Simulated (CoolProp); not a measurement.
The numbers come from the reference Helmholtz-energy equation of state, Penoncello 2003 in CoolProp.

Question: For CHF3 (R23), give the phase and the Z, Joule-Thomson coefficient (K/MPa), isothermal compressibility (1/MPa), expansivity (1/kK) at 245.8 K and 7.77 MPa.

Answer: 
- 245.8 K and 7.77 MPa: liquid; Z 0.213, Joule-Thomson coefficient -0.0617, isothermal compressibility 0.00423, expansivity 3.64
